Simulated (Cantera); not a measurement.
An adiabatic, constant-pressure homogeneous reactor starts with CH₄ : C₂H₆ : O₂ : N₂ : CO₂ = 1 : 0.13 : 1.29 : 4.86 : 0.57 (molar parts), equivalence ratio 1.9, at 1273 K and 6.20 bar. Integrator tolerance rtol = 1e-08.

Computed with Cantera and GRI-Mech 3.0 (53 species, 325 reactions).

```json
[
 {"quantity": "time of steepest temperature rise", "before": "0.666 ms", "after": "0.407 ms"},
 {"quantity": "temperature at 4.00 s", "before": "2296 K", "after": "2298 K"},
 {"quantity": "equilibrium temperature", "before": "2296 K", "after": "2298 K"},
 {"quantity": "x(CH₄) at 4.00 s", "before": "2.97e-10 (gas-phase equilibrium 3.32e-10)", "after": "9.32e-10 (gas-phase equilibrium 1.04e-9)"},
 {"quantity": "x(C₂H₆) at 4.00 s", "before": "<1e-12 (gas-phase equilibrium <1e-12)", "after": "<1e-12 (gas-phase equilibrium <1e-12)"},
 {"quantity": "x(O₂) at 4.00 s", "before": "1.77e-6 (gas-phase equilibrium 1.77e-6)", "after": "1.02e-6 (gas-phase equilibrium 1.02e-6)"},
 {"quantity": "x(H) at 4.00 s", "before": "0.00121 (gas-phase equilibrium 0.00121)", "after": "0.000921 (gas-phase equilibrium 0.000921)"},
 {"quantity": "x(CO) at 4.00 s", "before": "0.156 (gas-phase equilibrium 0.156)", "after": "0.156 (gas-phase equilibrium 0.156)"},
 {"quantity": "x(NO) at 4.00 s", "before": "3.73e-5 (gas-phase equilibrium 3.73e-5)", "after": "2.85e-5 (gas-phase equilibrium 2.85e-5)"},
 {"quantity": "x(H₂O₂) at 4.00 s", "before": "2.35e-9 (gas-phase equilibrium 2.35e-9)", "after": "2.40e-9 (gas-phase equilibrium 2.40e-9)"}
]
```

Task: What was changed between the two runs?
A. pressure from 6.20 bar to 3.20 bar
B. pressure from 6.20 bar to 11.0 bar
C. initial temperature 1273 to 1323 K
D. constant volume in place of constant pressure

Result: B, pressure from 6.20 bar to 11.0 bar
